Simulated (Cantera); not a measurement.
Mixture: H₂ : O₂ : N₂ = 1 : 0.385 : 1.45 (molar parts), equivalence ratio 1.3, at 4.34 atm, adiabatic and at constant volume. Ignition delay is the time to a rise of 400 K.

Computed with Cantera and GRI-Mech 3.0 (53 species, 325 reactions). The hydrogen kinetics of GRI-Mech 3.0 are dated; newer H2 mechanisms differ, most at raised pressure.

### Question
At T0 = 1398 K, what is the delay, and which 6 reactions control it most (d ln τ / d ln k, from doubling and halving each rate constant)?

### Answer
The delay is 4.44 µs.
```
reaction                  d ln τ / d ln k   faster rate
------------------------  ---------------  ------------
H + O2 <=> O + OH                   -0.79   shortens it
H2 + O <=> H + OH                   -0.14   shortens it
H2 + OH <=> H + H2O                 -0.07   shortens it
H + HO2 <=> H2 + O2                 -0.06   shortens it
H + O2 + M <=> HO2 + M               0.06  lengthens it
H + O2 + N2 <=> HO2 + N2             0.05  lengthens it
```
